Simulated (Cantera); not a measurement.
Input: 1 mol Fe2O3, 1.2 mol HCl, held at 1498 K.

Cantera equilibrium calculation (NASA polynomials, part measured and part estimated; ideal gas, pure solids and liquids). Candidate condensed phases: Fe, FeCl2, FeCl3, FeO, Fe(OH)2, Fe(OH)3, Fe2O3, Fe3O4, H2O; 22 gas species. Mutual solubility and eutectic melting of coexisting phases are not modelled. The numbers say what is thermodynamically allowed, not how fast it happens.

Question: Which condensed phases are stable at each of these points (P (Pa)): 1, 6.80, 46, 320, 2200, 15000, 100000?

Answer: 
| P (Pa) | condensed phases | Fe condensed (%) |
|---|---|---|
| 1 | Fe3O4(s) | 89.8 |
| 6.80 | Fe3O4(s) | 90.2 |
| 46 | Fe3O4(s) | 90.8 |
| 320 | Fe3O4(s) | 91.5 |
| 2200 | Fe3O4(s) | 92.4 |
| 15000 | Fe2O3(s) + Fe3O4(s) | 92.3 |
| 100000 | Fe2O3(s) | 92.9 |

From 1.00 Pa to 22.0 mbar the condensed part is Fe3O4(s). At 0.150 bar the condensed part is Fe2O3(s) + Fe3O4(s). At 1.00 bar the condensed part is Fe2O3(s).
